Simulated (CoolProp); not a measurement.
Vapour pressure (bar) of chlorine: the reference equation beside estimates from Tc = 416.9 K, pc = 76.42 bar, ω = 0.070.

Model: reference Helmholtz-energy equation of state, Thol 2021, in CoolProp.

```csv
T (K),reference,Lee-Kesler,Redlich-Kwong,Soave-Redlich-Kwong,Peng-Robinson
219.2,0.3833,0.4015,0.3379,0.3984,0.4222
224.9,0.5159,0.5366,0.4666,0.5332,0.5609
230.5,0.6796,0.7029,0.6284,0.6990,0.7306
236.2,0.8863,0.9119,0.8353,0.9075,0.9428
241.9,1.140,1.167,1.092,1.162,1.201
247.6,1.447,1.476,1.406,1.470,1.511
253.2,1.807,1.838,1.778,1.831,1.874
258.9,2.242,2.273,2.228,2.266,2.309
264.6,2.753,2.784,2.760,2.775,2.818
270.3,[?],3.377,3.381,3.368,[?]
275.9,4.025,4.049,4.087,4.040,4.076
281.6,4.813,4.831,4.912,4.823,[?]
287.3,5.711,5.720,5.852,5.715,5.736
293,6.729,6.725,6.916,6.725,6.735
```

Problem. What belongs in the gaps?

Solution. 
- 270.3, reference: 3.349
- 270.3, Peng-Robinson: 3.408
- 281.6, Peng-Robinson: 4.853

Absolute difference from the reference over all 14 rows, mean and median: Lee-Kesler 1.8 and 1.5 %, Redlich-Kwong 3.9 and 2.6 %, Soave-Redlich-Kwong 1.5 and 1.2 %, Peng-Robinson 4.0 and 3.3 %.
